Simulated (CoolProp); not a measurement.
Properties of cyclohexane at several states.

Computed with CoolProp (reference Helmholtz-energy equation of state, Zhou 2014).

```
T (K)  p (kPa)   phase  density (kg/m³)  cp (kJ/(kg K))  isothermal compressibility (1/MPa)  viscosity (µPa s)  fugacity coefficient
-----  -------  ------  ---------------  --------------  ----------------------------------  -----------------  --------------------
543.7     1890     gas            43.70           2.665                              0.6839               13.2                0.8363
347.5      242  liquid            726.1           2.096                            0.001753                444                0.3357
576.5     56.3     gas           0.9926           2.589                               17.84               12.7                0.9959
```

Viscosity comes from a separate model (Tariq 2014).
